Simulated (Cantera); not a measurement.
Standard-state values (1 bar) from the NASA 1993 polynomials, evaluated with Cantera. Values are per mole of reaction as written; species without (g) are pure solids or liquids, kept so even where they would boil at 1 bar. The tables' values for BOCl are old estimates.

3 O(g) + BCl3(g) + 2 B = 3 BOCl(g)

```json
[
 {"T (K)": "1875", "ΔH° (kJ)": "-1324.3", "ΔS° (J/K)": "-108.2", "ΔG° (kJ)": "-1121.5", "log10 K": "31.24", "condensed phases": "B(s)"},
 {"T (K)": "1975", "ΔH° (kJ)": "-1326.3", "ΔS° (J/K)": "-109.2", "ΔG° (kJ)": "-1110.6", "log10 K": "29.37", "condensed phases": "B(s)"},
 {"T (K)": "2075", "ΔH° (kJ)": "-1328.4", "ΔS° (J/K)": "-110.3", "ΔG° (kJ)": "-1099.6", "log10 K": "27.68", "condensed phases": "B(s)"},
 {"T (K)": "2175", "ΔH° (kJ)": "…", "ΔS° (J/K)": "…", "ΔG° (kJ)": "…", "log10 K": "…", "condensed phases": "B(s)"},
 {"T (K)": "2275", "ΔH° (kJ)": "…", "ΔS° (J/K)": "…", "ΔG° (kJ)": "…", "log10 K": "…", "condensed phases": "B(s)"},
 {"T (K)": "2375", "ΔH° (kJ)": "…", "ΔS° (J/K)": "…", "ΔG° (kJ)": "…", "log10 K": "…", "condensed phases": "B(l)"}
]
```

Question: Fill in the missing entries.

Answer: 
- 2175, ΔH° (kJ): -1330.5
- 2175, ΔS° (J/K): -111.3
- 2175, ΔG° (kJ): -1088.5
- 2175, log10 K: 26.14
- 2275, ΔH° (kJ): -1332.7
- 2275, ΔS° (J/K): -112.2
- 2275, ΔG° (kJ): -1077.4
- 2275, log10 K: 24.74
- 2375, ΔH° (kJ): -1435.3
- 2375, ΔS° (J/K): -155.9
- 2375, ΔG° (kJ): -1065.0
- 2375, log10 K: 23.42
